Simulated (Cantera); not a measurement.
A freely propagating, adiabatic, planar premixed flame of 52.2 % H₂, 8.73 % O₂, 32.8 % N₂, 6.27 % H₂O, equivalence ratio 3.0, unburnt at 325 K and 0.987 atm; multicomponent+Soret transport, grid criteria slope 0.08 and curve 0.16, no radiation.

Model: the H2/O2 subset of GRI-Mech 3.0, which has no nitrogen chemistry, integrated in Cantera. Burning velocities carry a grid error of a few per cent, more on coarse grids.

x: mole fraction of selected species; z is measured from the peak of heat release.

| z (mm) | T (K) | u (m/s) | x H₂ | x O₂ | x H₂O | x HO₂ | x O | x H |
|---|---|---|---|---|---|---|---|---|
| -1.07 | 325 | 2.03 | 0.522 | 0.0873 | 0.0627 | <1e-8 | <1e-8 | <1e-8 |
| -0.717 | 325 | 2.03 | 0.522 | 0.0873 | 0.0627 | <1e-8 | <1e-8 | <1e-8 |
| -0.537 | 325 | 2.03 | 0.522 | 0.0874 | 0.0628 | 2.35e-8 | <1e-8 | <1e-8 |
| -0.358 | 327 | 2.03 | 0.518 | 0.0880 | 0.0632 | 5.33e-7 | 1.61e-8 | <1e-8 |
| -0.179 | 395 | 2.30 | 0.483 | 0.0934 | 0.0694 | 0.000195 | 2.41e-6 | 6.64e-6 |
| -0.0896 | 651 | 3.71 | 0.457 | 0.0853 | 0.0935 | 0.000327 | 6.99e-5 | 0.00142 |
| 0 | 969 | 5.52 | 0.428 | 0.0634 | 0.138 | 0.000121 | 0.000323 | 0.00965 |
| 0.0896 | 1197 | 6.84 | 0.392 | 0.0363 | 0.190 | 5.26e-5 | 0.000649 | 0.0227 |
| 0.179 | 1327 | 7.61 | 0.366 | 0.0156 | 0.228 | 2.06e-5 | 0.000511 | 0.0320 |
| 0.358 | 1434 | 8.23 | 0.353 | 0.00210 | 0.254 | 2.55e-6 | 0.000126 | 0.0342 |
| 0.717 | 1509 | 8.63 | 0.357 | ? | 0.258 | ? | ? | ? |
| 1.43 | 1574 | 8.97 | 0.363 | ? | 0.259 | ? | ? | ? |
| 2.87 | 1622 | 9.22 | 0.368 | 2.83e-6 | 0.260 | <1e-8 | 8.56e-6 | 0.0114 |

Problem. What belongs in the gaps?

Solution. 
- 0.717, x O₂: 9.32e-5
- 0.717, x HO₂: 1.08e-7
- 0.717, x O: 3.99e-5
- 0.717, x H: 0.0270
- 1.43, x O₂: 7.01e-6
- 1.43, x HO₂: 1.10e-8
- 1.43, x O: 2.01e-5
- 1.43, x H: 0.0183
